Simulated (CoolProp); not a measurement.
Nitrous oxide along the isobar 2980 kPa: fugacity coefficient from the reference equation and from simpler models built on Tc = 36.4 °C, pc = 7245 kPa, ω = 0.161; each cubic takes its own stable root.

Model: reference Helmholtz-energy equation of state, Lemmon 2006, in CoolProp. It is a short technical equation, of lower accuracy than the large ones.

| T (°C) | phase | reference | van der Waals | Soave-Redlich-Kwong | Peng-Robinson |
|---|---|---|---|---|---|
| -56.35 | liquid | 0.1644 | 0.4444 | 0.1666 | 0.1646 |
| -37.45 | liquid | 0.3174 | 0.6279 | 0.3227 | 0.3164 |
| -18.65 | liquid | 0.5365 | 0.8045 | 0.5464 | 0.5337 |
| 0.25 | gas | 0.7915 | 0.8358 | 0.7977 | 0.7841 |
| 19.15 | gas | 0.8327 | 0.8605 | 0.8358 | 0.8223 |
| 38.05 | gas | 0.8633 | 0.8803 | 0.8654 | 0.8522 |
| 56.95 | gas | 0.8870 | 0.8965 | 0.8889 | 0.8762 |
| 75.75 | gas | 0.9057 | 0.9099 | 0.9078 | 0.8956 |
| 94.65 | gas | 0.9209 | 0.9212 | 0.9234 | 0.9116 |
| 113.55 | gas | 0.9333 | 0.9308 | 0.9361 | 0.9249 |
| 132.45 | gas | 0.9436 | 0.9389 | 0.9468 | 0.9361 |
| 151.35 | gas | 0.9522 | 0.9459 | 0.9557 | 0.9455 |
| 170.25 | gas | 0.9594 | 0.9520 | 0.9631 | 0.9534 |
| 189.05 | gas | 0.9655 | 0.9572 | 0.9694 | 0.9602 |
| 207.95 | gas | 0.9707 | 0.9618 | 0.9748 | 0.9660 |
| 226.85 | gas | 0.9752 | 0.9659 | 0.9794 | 0.9710 |

At some of these states van der Waals gives the other phase, because its saturation line lies elsewhere.
